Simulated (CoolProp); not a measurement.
A simple Rankine cycle with water: condensing at 308.15 K, boiler at 0.0376 MPa, turbine inlet 497.6 K, turbine efficiency 0.9, pump efficiency 0.7, no recuperator. Each further row changes one setting.

Computed with CoolProp (reference Helmholtz-energy equation of state, Wagner 2002).

| case | thermal efficiency (%) | net work (kJ/kg) | heat in (kJ/kg) | turbine exit temperature (K) | volume ratio over the turbine |
|---|---|---|---|---|---|
| as stated | 11.3 | 315 | 2780 | 332.8 | 4.47 |
| turbine inlet 517.6 K | 11.6 | 328 | ? | 346.7 | 4.48 |
| condensing temperature 300.15 K | 13.2 | ? | ? | 302.3 | ? |
| boiler pressure 0.0263 MPa | 9.6 | 266 | 2780 | 358.7 | 3.37 |
| turbine efficiency 0.8 | ? | 280 | 2780 | 351.3 | 4.72 |

What belongs in the gaps?


- turbine inlet 517.6 K, heat in (kJ/kg): 2820
- condensing temperature 300.15 K, net work (kJ/kg): 372
- condensing temperature 300.15 K, heat in (kJ/kg): 2810
- condensing temperature 300.15 K, volume ratio over the turbine: 6.40
- turbine efficiency 0.8, thermal efficiency (%): 10.1
